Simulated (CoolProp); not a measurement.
Vapour-liquid equilibrium of R22 (1) + R152A (2) at 261.2 K; x and y are mole fractions of (1).

Values from CoolProp's multi-fluid Helmholtz-energy mixture model, Kamei 1995 and Outcalt 1996; pair parameters Bell 2016.

Give the bubble pressure and the first vapour's composition at x = 0.05, 0.2, 0.5. Is there an azeotrope?

x = 0.05: 174.1 kPa, y = 0.081; x = 0.2: 193.1 kPa, y = 0.299; x = 0.5: 237.3 kPa, y = 0.648. No azeotrope shows between x = 0.05 and 0.95.

Pair parameters are fitted to limited data, so mixtures are less certain than the pure fluids.
